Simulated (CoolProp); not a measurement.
Aqueous ethanol as a coolant, at 34 °C, 1 atm.

Values from CoolProp's Melinder's fits for secondary coolants.

```json
[
 {"mass %": "3", "freezing point (°C)": "-1.2", "density (kg/m³)": "988.6", "viscosity (mPa s)": "0.820", "conductivity (W/(m K))": "0.597", "Prandtl number": "5.76"},
 {"mass %": "8.4", "freezing point (°C)": "-3.6", "density (kg/m³)": "979.6", "viscosity (mPa s)": "0.984", "conductivity (W/(m K))": "0.557", "Prandtl number": "7.51"},
 {"mass %": "13.9", "freezing point (°C)": "-6.7", "density (kg/m³)": "971.3", "viscosity (mPa s)": "1.17", "conductivity (W/(m K))": "0.519", "Prandtl number": "9.72"},
 {"mass %": "19.3", "freezing point (°C)": "[?]", "density (kg/m³)": "963.2", "viscosity (mPa s)": "1.36", "conductivity (W/(m K))": "0.483", "Prandtl number": "12.1"},
 {"mass %": "24.8", "freezing point (°C)": "-15.3", "density (kg/m³)": "954.3", "viscosity (mPa s)": "1.52", "conductivity (W/(m K))": "0.450", "Prandtl number": "14.5"},
 {"mass %": "30.2", "freezing point (°C)": "-20.3", "density (kg/m³)": "944.7", "viscosity (mPa s)": "1.64", "conductivity (W/(m K))": "0.419", "Prandtl number": "16.6"},
 {"mass %": "35.7", "freezing point (°C)": "-25.6", "density (kg/m³)": "933.9", "viscosity (mPa s)": "1.72", "conductivity (W/(m K))": "0.389", "Prandtl number": "18.4"},
 {"mass %": "41.1", "freezing point (°C)": "-30.5", "density (kg/m³)": "922.5", "viscosity (mPa s)": "[?]", "conductivity (W/(m K))": "0.362", "Prandtl number": "19.9"},
 {"mass %": "46.6", "freezing point (°C)": "-35.0", "density (kg/m³)": "[?]", "viscosity (mPa s)": "1.78", "conductivity (W/(m K))": "0.336", "Prandtl number": "21.1"},
 {"mass %": "52", "freezing point (°C)": "-39.1", "density (kg/m³)": "897.7", "viscosity (mPa s)": "[?]", "conductivity (W/(m K))": "0.312", "Prandtl number": "22.0"},
 {"mass %": "57.5", "freezing point (°C)": "-43.0", "density (kg/m³)": "885.1", "viscosity (mPa s)": "1.74", "conductivity (W/(m K))": "0.289", "Prandtl number": "22.5"}
]
```

Question: What belongs in the gaps?

Answer: 
- 19.3, freezing point (°C): -10.6
- 41.1, viscosity (mPa s): 1.76
- 46.6, density (kg/m³): 910.1
- 52, viscosity (mPa s): 1.77
